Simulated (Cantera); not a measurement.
Input: 1 mol SiHCl3, 12 mol NH3, 13 mol H2, held at 1123 K and 1.00 Torr.

Method: chemical equilibrium by Gibbs-energy minimisation in Cantera with the NASA 1993 tables (ideal gas, pure condensed phases). Candidate condensed phases: NH4Cl, Si, Si3N4; 28 gas species. Kinetics and transport are ignored.

Base state: H2 0.783, N2 0.139, HCl 0.0782 (mole fractions); condensed: Si3N4(s).

Q: What changes in the equilibrium state with this change: SiHCl3 replaced by SiH2Cl2?

A: 
| species | before | after |
|---|---|---|
| H2 | 0.783 | 0.809 |
| N2 | 0.139 | 0.139 |
| HCl | 0.0782 | 0.0522 |
| Si3N4(s), mol | 0.333 | 0.333 |
